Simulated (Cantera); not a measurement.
A freely propagating, adiabatic, planar premixed flame of 12.6 % CH₃OH, 17.1 % O₂, 70.3 % N₂, unburnt at 625 K and 0.612 atm; mixture-averaged transport, grid criteria slope 0.08 and curve 0.16, no radiation.

Cantera simulation using GRI-Mech 3.0 (53 species, 325 reactions); the numbers are that mechanism's predictions, not measurements. GRI-Mech 3.0 was tuned for natural gas; its chemistry of methanol as a main component is partial and can be far from experiment. Burning velocities carry a grid error of a few per cent, more on coarse grids.

Question: Predict: laminar burning velocity; thermal thickness; peak x(C₂H₂); peak x(H₂); peak x(C₂H).

Answer: 
| Item | Result |
|---|---|
| laminar burning velocity | 158 cm/s |
| thermal thickness | 0.389 mm |
| peak x(C₂H₂) | 1.21e-6 |
| peak x(H₂) | 0.0435 |
| peak x(C₂H) | <1e-8 |
